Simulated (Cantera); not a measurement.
**Carbon deposition, reforming and gasification: CH₃OH + O₂**

Charge: 1 mol CH₃OH, 0.82 mol O₂, held at 2398 K.

Method: chemical equilibrium by Gibbs-energy minimisation in Cantera with the NASA 1993 tables (ideal gas, pure condensed phases). Candidate condensed phases: C, C₆H₆, C₇H₈, C₈H₁₈, H₂O; 110 gas species. The ideal-gas law is rough above about 30 bar. The numbers say what is thermodynamically allowed, not how fast it happens.

```tsv
P (Pa)	x H	x H₂O	x CO	x H₂	x O	x CO₂	x OH	x O₂
10	0.460	0.0421	0.175	0.0854	0.150	0.0146	0.0417	0.0307
56	0.262	0.183	0.207	0.155	0.0642	0.0413	0.0566	0.0313
320	0.119	0.333	0.226	0.182	0.0175	0.0702	0.0399	0.0132
1800	0.0516	0.409	0.235	0.193	0.00359	0.0843	0.0200	0.00314
10000	0.0224	0.438	0.239	0.201	0.000664	0.0883	0.00892	0.000598
56000	0.00956	0.449	0.242	0.206	0.000119	0.0893	0.00382	0.000107
320000	0.00402	0.454	0.243	0.208	2.08e-5	0.0896	0.00161	1.87e-5
1800000	0.00170	0.456	0.243	0.209	3.69e-6	0.0897	0.000678	3.33e-6
10000000	0.000721	0.456	0.243	0.210	6.64e-7	0.0898	0.000288	5.99e-7
```
x: gas mole fraction; nothing condenses.

From 10.0 Pa to 100 bar nothing is condensed. The main C-bearing gas is CO throughout.
